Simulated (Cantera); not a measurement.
Input: 1 mol SiH2Cl2, 430 mol H2, 0.0036 mol CH4, at 0.980 bar.

Method: chemical equilibrium by Gibbs-energy minimisation in Cantera with the NASA 1993 tables (ideal gas, pure condensed phases). Candidate condensed phases: C, C6H6, C7H8, C8H18, Si, SiC; 109 gas species. Gases not in the tables: Si2H6 and higher silanes. Rates play no part.

Question: Which condensed phases are stable at each of these points (T (K)): 1723, 1823, 1923, 2023, 2123, 2223, 2323, 2423, 2523?

Answer: 
```json
[
 {"T (K)": "1723", "condensed phases": "Si(l)", "Si condensed (%)": "96.0"},
 {"T (K)": "1823", "condensed phases": "Si(l)", "Si condensed (%)": "95.3"},
 {"T (K)": "1923", "condensed phases": "Si(l)", "Si condensed (%)": "93.2"},
 {"T (K)": "2023", "condensed phases": "Si(l)", "Si condensed (%)": "88.1"},
 {"T (K)": "2123", "condensed phases": "Si(l)", "Si condensed (%)": "76.9"},
 {"T (K)": "2223", "condensed phases": "Si(l)", "Si condensed (%)": "53.0"},
 {"T (K)": "2323", "condensed phases": "Si(l)", "Si condensed (%)": "3.5"},
 {"T (K)": "2423", "condensed phases": "gas only", "Si condensed (%)": "0.0"},
 {"T (K)": "2523", "condensed phases": "gas only", "Si condensed (%)": "0.0"}
]
```

From 1723 K to 2323 K the condensed part is Si(l). From 2423 K to 2523 K nothing is condensed.
